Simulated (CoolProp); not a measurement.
Properties of nitrogen along the isobar 2.95 MPa (Tc = -147.0 °C, pc = 3.396 MPa, ω = 0.037).

The numbers come from the reference Helmholtz-energy equation of state, Span 2000 in CoolProp.

| T (°C) | phase | expansivity (1/kK) | viscosity (µPa s) |
|---|---|---|---|
| -154.75 | liquid | 21.49 | 44.2 |
| -119.95 | gas | 11.76 | 11.6 |
| -85.05 | gas | 7.093 | 13.2 |
| -50.15 | gas | 5.312 | 14.8 |
| -15.35 | gas | 4.322 | 16.4 |
| 19.55 | gas | 3.672 | 18.0 |
| 54.35 | gas | 3.209 | 19.5 |
| 89.25 | gas | 2.856 | 21.0 |

Viscosity comes from a separate model (Lemmon 2004).
